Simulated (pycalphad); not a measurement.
## Phase fractions of Al-5.478Si-0.6529Mg-1.112Mn (wt.%)

Computed with pycalphad from the COST 507 light-alloy database (1999), at 1 atm. The data set is of 1999 and partly superseded. The system is extrapolated from its subsystems; higher-order compounds may be missing. Phase fractions are per mole of atoms. Diffusion is slow at the low end, where real alloys seldom reach equilibrium.

| T (°C) | LIQUID | ALMNSI_ALPHA | FCC_A1 | DIAMOND_A4 | MG2SI |
|---|---|---|---|---|---|
| 677 | 1.000 | - | - | - | - |
| 627 | 0.988 | 0.012 | - | - | - |
| 577 | 0.360 | 0.027 | 0.613 | - | - |
| 527 | - | 0.031 | 0.927 | 0.039 | 0.003 |
| 477 | - | 0.031 | 0.921 | 0.041 | 0.006 |
| 427 | - | 0.031 | 0.917 | 0.043 | 0.008 |
| 377 | - | 0.032 | 0.915 | 0.044 | 0.009 |
| 327 | - | 0.032 | 0.913 | 0.045 | 0.010 |
| 277 | - | 0.032 | 0.913 | 0.045 | 0.011 |
| 227 | - | 0.032 | 0.912 | 0.046 | 0.011 |
| 177 | - | 0.032 | 0.912 | 0.046 | 0.011 |
| 127 | - | 0.032 | 0.912 | 0.046 | 0.011 |
| 77 | - | 0.032 | 0.911 | 0.046 | 0.011 |

Database names, with the compositions (at.%) that they take in these runs: ALMNSI_ALPHA: Al 70-73 Mn 17 Si 10-13; MG2SI: Mg 67 Si 33. FCC_A1 is fcc; DIAMOND_A4 is diamond (Si).
